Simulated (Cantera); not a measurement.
An adiabatic, constant-pressure homogeneous reactor starts with CH₄ : O₂ : N₂ : CO₂ = 1 : 1.54 : 5.78 : 0.35 (molar parts), equivalence ratio 1.3, at 1125 K and 1500000 Pa. Integrator tolerance rtol = 1e-08.

Computed with Cantera and GRI-Mech 3.0 (53 species, 325 reactions). The pressure lies above the range GRI-Mech 3.0 was tuned for (to about 10 atm).

Problem. What does this change do: 0.012 parts H2 added?

Solution. 
| quantity | before | after |
|---|---|---|
| time of steepest temperature rise | 9.21 ms | 6.68 ms |
| temperature at 0.200 s | 2593 K | 2591 K |
| equilibrium temperature | 2593 K | 2591 K |
| x(CH₄) at 0.200 s | 4.65e-12 (gas-phase equilibrium 5.28e-12) | 4.99e-12 (gas-phase equilibrium 5.66e-12) |
| x(O₂) at 0.200 s | 0.000240 (gas-phase equilibrium 0.000240) | 0.000229 (gas-phase equilibrium 0.000229) |
| x(CO₂) at 0.200 s | 0.0740 (gas-phase equilibrium 0.0740) | 0.0733 (gas-phase equilibrium 0.0733) |
| x(C₂H₆) at 0.200 s | <1e-12 (gas-phase equilibrium <1e-12) | <1e-12 (gas-phase equilibrium <1e-12) |
| x(OH) at 0.200 s | 0.00245 (gas-phase equilibrium 0.00245) | 0.00242 (gas-phase equilibrium 0.00242) |
| x(NO₂) at 0.200 s | 8.65e-8 (gas-phase equilibrium 8.65e-8) | 8.23e-8 (gas-phase equilibrium 8.23e-8) |
| x(O) at 0.200 s | 9.07e-5 (gas-phase equilibrium 9.07e-5) | 8.80e-5 (gas-phase equilibrium 8.80e-5) |
